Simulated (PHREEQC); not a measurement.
KOH is added in steps, without added water, to 1 kg of water holding 0.02 mol/kgw CuSO4 and 0.0058 mol/kgw HCl, at 25 °C. O2 is buffered at 0.21 atm. No CO2 enters from the air. Precipitation was switched off in this run.

Base run: PHREEQC, ion-association model, wateq4f.dat. Each further column changes one thing. The table gives Cu+2 (mol/kgw).

| KOH added (mol) | base | Debye-Hückel limiting law | all activity coefficients set to 1 | metal-ligand complexes left out |
|---|---|---|---|---|
| 0 | 0.0134 | 0.0158 | 0.00857 | 0.0200 |
| 0.006625 | 0.0124 | 0.0150 | 0.00731 | 0.0192 |
| 0.01104 | 0.00942 | 0.0115 | 0.00507 | 0.0148 |
| 0.01767 | 0.00529 | 0.00658 | 0.00258 | 0.00842 |
| 0.02429 | 0.00193 | 0.00234 | 0.00108 | 0.00276 |
| 0.02871 | 0.000758 | 0.000867 | 0.000560 | 0.000881 |
| 0.03533 | 0.000215 | 0.000237 | 0.000199 | 0.000224 |
| 0.04196 | 4.92e-5 | 5.37e-5 | 4.91e-5 | 5.01e-5 |
| 0.04637 | 1.27e-9 | 2.14e-9 | 3.64e-10 | 1.32e-9 |
| 0.053 | 8.70e-12 | 1.54e-11 | 2.32e-12 | 9.00e-12 |

In at least one series the solution becomes supersaturated in solids that the run did not let form, among them Cu(OH)2, Brochantite, Antlerite, Atacamite. The database's constant for dissolved Cu(OH)2 is higher than later reviews accept.
